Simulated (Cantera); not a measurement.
A Cantera script and its output.

```python
import numpy as np
import cantera as ct

gas = ct.Solution("gri30.yaml")


def delay(T, t_max=10):
    gas.TPX = T, 500000, {'CH4': 1, 'CO': 0.3, 'O2': 1.07, 'N2': 6.34}
    reactor = ct.IdealGasReactor(gas, clone=False)
    net = ct.ReactorNet([reactor])
    net.rtol, net.atol = 1e-8, 1e-16
    while net.time < t_max:
        t_old, T_old = net.time, reactor.T
        net.step()
        if reactor.T > T + 400:  # ignition: a rise of 400 K
            return t_old + (T + 400 - T_old) / (reactor.T - T_old) * (net.time - t_old)
    return np.nan


taus = []
for T in [1075, 1125, 1175, 1225, 1275, 1325, 1375, 1425, 1475]:
    taus.append(delay(T))
    print(f"T0 = {T:6g} K   tau = {taus[-1]:.4e} s")
```

Output:

```
T0 =   1075 K   tau = 2.1534e-01 s
T0 =   1125 K   tau = 9.5504e-02 s
T0 =   1175 K   tau = 4.4587e-02 s
T0 =   1225 K   tau = 2.1750e-02 s
T0 =   1275 K   tau = 1.1012e-02 s
T0 =   1325 K   tau = 5.7526e-03 s
T0 =   1375 K   tau = 3.0863e-03 s
T0 =   1425 K   tau = 1.6958e-03 s
T0 =   1475 K   tau = 9.5322e-04 s
```

Model: GRI-Mech 3.0 (53 species, 325 reactions), integrated in Cantera.
